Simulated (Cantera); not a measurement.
An isothermal, constant-pressure homogeneous reactor starts with N2O : H2O = 1 : 0.017 (molar parts), at 1273 K and 1.00 bar.

Computed with Cantera and GRI-Mech 3.0 (53 species, 325 reactions). GRI-Mech 3.0 was tuned for natural gas; its chemistry of N2O as a main component is partial and can be far from experiment. The mechanism lacks the step 2 NO + O2 → 2 NO2, which can matter for NO2 below about 1400 K. The temperature is held fixed by assumption; the heat of reaction is taken as removed at once.

Task: Predict: x(N2O) at 20.0 s; x(O2) at 20.0 s; x(NO) at 20.0 s; x(O) at 20.0 s; x(NO2) at 20.0 s; x(N2) at 20.0 s.

Result: 
| Quantity | Result |
|---|---|
| x(N2O) at 20.0 s | 9.00e-7 (gas-phase equilibrium 2.34e-8) |
| x(O2) at 20.0 s | 0.299 (gas-phase equilibrium 0.329) |
| x(NO) at 20.0 s | 0.0590 (gas-phase equilibrium 0.000381) |
| x(O) at 20.0 s | 5.93e-8 (gas-phase equilibrium 6.21e-8) |
| x(NO2) at 20.0 s | 0.000852 (gas-phase equilibrium 5.77e-6) |
| x(N2) at 20.0 s | 0.630 (gas-phase equilibrium 0.659) |
